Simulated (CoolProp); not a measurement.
R114 along the isotherm 500 K: fugacity coefficient from the reference equation and from simpler models built on Tc = 420.6 K, pc = 3.352 MPa, ω = 0.252; each cubic takes its own stable root.

Values from CoolProp's reference Helmholtz-energy equation of state, Platzer 1990. This equation is an older, rougher fit; its heat capacities, sound speeds and derivatives of the liquid may be far off and weren't checked against measurements.

```tsv
p (MPa)	phase	reference
0.0265	gas	0.9985
0.0389	gas	0.9979
0.0571	gas	0.9969
0.0838	gas	0.9954
0.123	gas	0.9932
0.181	gas	0.9900
0.265	gas	0.9854
0.389	gas	0.9786
0.571	gas	0.9687
0.838	gas	0.9542
1.23	gas	0.9331
1.81	gas	0.9022
2.65	gas	0.8583
3.89	supercritical	0.7957
5.71	supercritical	0.7100
8.38	supercritical	0.6076
```

Problem. How far does each simpler model (van der Waals, Redlich-Kwong, Soave-Redlich-Kwong, Peng-Robinson) lie from the reference over these 16 states: mean and median of the absolute difference, and the worst?

Solution. 
- van der Waals: mean 0.9 %, median 0.1 %, worst -5.9 % at 500 K and 8.38 MPa
- Redlich-Kwong: mean 0.9 %, median 0.3 %, worst -4.0 % at 500 K and 8.38 MPa
- Soave-Redlich-Kwong: mean 0.5 %, median 0.0 %, worst +3.6 % at 500 K and 8.38 MPa
- Peng-Robinson: mean 0.9 %, median 0.4 %, worst -2.7 % at 500 K and 5.71 MPa
